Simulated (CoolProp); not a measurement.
The fluoroketone C6F12O (FK-5-1-12) along the isobar 101 kPa: Z from the reference equation and from simpler models built on Tc = 168.7 °C, pc = 1869 kPa, ω = 0.471; each cubic takes its own stable root.

The numbers come from the reference Helmholtz-energy equation of state, McLinden 2015 in CoolProp.

```csv
T (°C),phase,reference
46.25,liquid,0.007825
68.85,gas,0.9494
91.35,gas,0.9605
113.95,gas,0.9686
136.55,gas,0.9747
159.15,gas,0.9793
181.65,gas,0.9829
204.25,gas,0.9858
226.85,gas,0.9881
```

Q: How far does each simpler model (van der Waals, Soave-Redlich-Kwong) lie from the reference over these 9 states: mean and median of the absolute difference, and the worst?

A: 
- van der Waals: mean 1359.2 %, median 0.6 %, worst +12227.2 % at 46.25 °C and 101 kPa
- Soave-Redlich-Kwong: mean 1.2 %, median 0.1 %, worst +9.7 % at 46.25 °C and 101 kPa

At some of these states van der Waals gives the other phase, because its saturation line lies elsewhere.
